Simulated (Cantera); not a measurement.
Input: 1 mol Fe, 0.39 mol SO2, 3.3 mol N2, at 1173 K and 4.50 bar.

Cantera equilibrium calculation (NASA polynomials, part measured and part estimated; ideal gas, pure solids and liquids). Candidate condensed phases: Fe, FeO, FeS, FeSO4, FeS2, Fe2O3, Fe2(SO4)3, Fe3O4, S; 19 gas species. Mutual solubility and eutectic melting of coexisting phases are not modelled. The tables' stoichiometric FeO is somewhat more stable than real wüstite, so its field is too wide. FeO, FeS: taken at fixed stoichiometry. Kinetics and transport are ignored.

Base state: N2 1.000, SO2 0.000140, S2 3.03e-5 (mole fractions); condensed: FeO(s) + FeS(s) + Fe3O4(s).

Question: What changes in the equilibrium state with this change: pressure from 4.50 bar to 6.80 mbar?

Answer: 
| species | before | after |
|---|---|---|
| N2 | 1.000 | 0.981 |
| SO2 | 0.000140 | 0.0131 |
| S2 | 3.03e-5 | 0.00545 |
| SO | 3.43e-7 | 6.18e-5 |
| S2O | 3.83e-7 | 3.60e-5 |
| FeO(s), mol | 0.105 | 0.691 |
| FeS(s), mol | 0.389 | 0.309 |
| Fe3O4(s), mol | 0.168 | 0 |
Gases not in the tables: S3 to S7.

Question: What changes in the equilibrium state with this change: temperature from 1173 K to 1573.15 K?

Answer: 
```json
[
 {"species": "N2", "before": "1.000", "after": "0.981"},
 {"species": "SO2", "before": "0.000140", "after": "0.0131"},
 {"species": "S2", "before": "3.03e-5", "after": "0.00505"},
 {"species": "SO", "before": "3.43e-7", "after": "0.000283"},
 {"species": "S2O", "before": "3.83e-7", "after": "0.000156"},
 {"species": "FeO(s), mol", "before": "0.105", "after": "0.690"},
 {"species": "FeS(s), mol", "before": "0.389", "after": "0"},
 {"species": "Fe3O4(s), mol", "before": "0.168", "after": "0"},
 {"species": "FeS(l), mol", "before": "0", "after": "0.310"}
]
```
Metal and sulfide melt together well below either melting point, which pure phases cannot show.

Question: What changes in the equilibrium state with this change: pressure from 4.50 bar to 0.133 bar?

Answer: 
```json
[
 {"species": "N2", "before": "1.000", "after": "0.994"},
 {"species": "SO2", "before": "0.000140", "after": "0.00472"},
 {"species": "S2", "before": "3.03e-5", "after": "0.00102"},
 {"species": "SO", "before": "3.43e-7", "after": "1.16e-5"},
 {"species": "S2O", "before": "3.83e-7", "after": "1.29e-5"},
 {"species": "FeO(s), mol", "before": "0.105", "after": "0.285"},
 {"species": "FeS(s), mol", "before": "0.389", "after": "0.367"},
 {"species": "Fe3O4(s), mol", "before": "0.168", "after": "0.116"}
]
```
Gases not in the tables: S3 to S7.
